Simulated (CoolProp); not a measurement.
Propane at several states: Z from the reference equation and from simpler models built on Tc = 96.7 °C, pc = 4251 kPa, ω = 0.152; each cubic takes its own stable root.

Values from CoolProp's reference Helmholtz-energy equation of state, Lemmon 2009.

```csv
T (°C),p (kPa),phase,reference
211.85,647,gas,0.9788
-21.05,1140,liquid,0.04305
305.65,25.6,gas,0.9996
-8.45,11000,liquid,0.3963
-8.65,22.5,gas,0.9948
```

Task: How far does each simpler model (van der Waals, Redlich-Kwong, Peng-Robinson) lie from the reference over these 5 states: mean and median of the absolute difference, and the worst?

Result: 
- van der Waals: mean 21.5 %, median 0.2 %, worst +57.0 % at -21.05 °C and 1140 kPa
- Redlich-Kwong: mean 2.9 %, median 0.2 %, worst +7.9 % at -21.05 °C and 1140 kPa
- Peng-Robinson: mean 2.7 %, median 0.3 %, worst -7.0 % at -8.45 °C and 11000 kPa
